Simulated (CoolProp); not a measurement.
Saturation properties of m-xylene.

The numbers come from the reference Helmholtz-energy equation of state, Zhou 2012 in CoolProp.

```tsv
T (K)	p (MPa)	liquid density (kg/m³)	vapour Z	vapour viscosity (µPa s)	liquid conductivity (mW/(m K))
390.2	0.05397	776.8	0.9723	8.40	106
402.6	0.07772	764.8	0.9641	8.65	103
415.1	0.1094	752.4	0.9544	8.92	100
427.5	0.1501	739.8	0.9431	9.18	97.3
440	0.2023	726.8	0.9300	9.45	94.5
452.4	0.2669	[?]	0.9151	9.73	91.9
464.8	0.3464	699.5	0.8982	10.0	89.5
477.3	0.4436	685.0	0.8790	10.3	87.1
489.7	0.5594	669.9	0.8576	10.6	84.9
502.2	0.6978	653.9	0.8335	10.9	82.9
514.6	[?]	637.1	0.8068	11.3	81.0
527.1	1.049	[?]	0.7766	11.6	79.3
```

Problem. Complete the blanks.

Solution. 
- 452.4, liquid density (kg/m³): 713.4
- 514.6, p (MPa): 0.8594
- 527.1, liquid density (kg/m³): 619.0

It boils at 412.2 K under 1 atm.

Viscosity comes from a separate model (Cao 2016). Thermal conductivity comes from a separate model (Mylona 2014).
